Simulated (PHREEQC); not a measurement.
**Spent oxide etchant: speciation**

Solution (25 °C): 1.6 mmol/kgw HF and 4.3 mmol/kgw (NH4)2SiF6. Closed to the air; pH follows from the charge balance.

The numbers come from PHREEQC with the ion-association model, wateq4f.dat.

Precipitation was switched off in this run.

Q: What pH does the model give?

A: pH 3.05.

Q: In which forms is F present?

A: SiF6-2 87 %, HF 6.9 %, F- 5.9 % of the F.

Examples of supersaturated solids here: Quartz (slow to form), Chalcedony (slow to form). Others may be too. SiF6-2 is the database's only silicon fluoride.
